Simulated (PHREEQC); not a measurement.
Dissolve 0.00046 mol CaSO4, 0.0022 mol NaF and 0.00014 mol KCl per kg of water at 44 °C. Closed to the air; pH follows from the charge balance.

All values are PHREEQC results (ion-association model, wateq4f.dat), not measurements.

```
Quantity                 Result
--------------  ---------------
pH                         7.07
ionic strength  0.00405 mol/kgw
```

```json
[
 {"species": "Na+", "molality": "0.00219", "activity": "0.00204", "log γ": "-0.031"},
 {"species": "F-", "molality": "0.00219", "activity": "0.00204", "log γ": "-0.031"},
 {"species": "SO4-2", "molality": "0.000431", "activity": "0.000325", "log γ": "-0.122"},
 {"species": "Ca+2", "molality": "0.000426", "activity": "0.000322", "log γ": "-0.121"},
 {"species": "Cl-", "molality": "0.000140", "activity": "0.000130", "log γ": "-0.031"},
 {"species": "K+", "molality": "0.000140", "activity": "0.000130", "log γ": "-0.031"},
 {"species": "CaSO4", "molality": "2.47e-5", "activity": "2.47e-5", "log γ": "0.000"},
 {"species": "CaF+", "molality": "9.29e-6", "activity": "8.67e-6", "log γ": "-0.030"}
]
```

This is a speciation only: nothing precipitates in the calculation. Examples of supersaturated solids here: Fluorite. Others may be too. At this temperature some constants are extrapolated from 25 °C, and those without enthalpy data are left unchanged.
